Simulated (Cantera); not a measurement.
Charge: 1 mol CH3SiH3, 0.055 mol C2H2, 350 mol H2, held at 0.00840 bar.

Method: chemical equilibrium by Gibbs-energy minimisation in Cantera with the NASA 1993 tables (ideal gas, pure condensed phases). Candidate condensed phases: C, C6H6, C7H8, C8H18, Si, SiC; 87 gas species. The feed counts by its element totals alone. Kinetics and transport are ignored. All values below are at 1523 K.

Base state: H2 1.000, H 0.000252, CH4 1.93e-5, C2H2 (acetylene) 1.18e-5 (mole fractions); condensed: C(graphite) + SiC(s).

Problem. What changes in the equilibrium state with this change: CH3SiH3 replaced by Si(CH3)4?

Solution. 
```tsv
species	before	after
H2	1.000	1.000
H	0.000252	0.000252
CH4	1.93e-5	1.93e-5
C2H2 (acetylene)	1.18e-5	1.18e-5
C(graphite), mol	0.0948	3.09
SiC(s), mol	1.000	1.000
```
